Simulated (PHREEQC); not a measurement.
Consider water at 85 °C with 0.011 mol/kgw HNO3, 0.00089 mol/kgw ZnSO4 and 0.00019 mol/kgw MnSO4. Closed to the air; pH follows from the charge balance.

The numbers come from PHREEQC with the ion-association model, phreeqc.dat.

No solid was allowed to form.

Task: Order these S species by the share of S that they hold, largest first: ZnSO4, MnSO4, HSO4-, SO4-2.

Result: HSO4- (72 %), SO4-2 (25 %), ZnSO4 (2.6 %), MnSO4 (0.75 %)

The pH is 2.04 and the ionic strength 0.0136 mol/kgw. Complexes and solids missing from the database can't appear. At this temperature some constants are extrapolated from 25 °C, and those without enthalpy data are left unchanged.
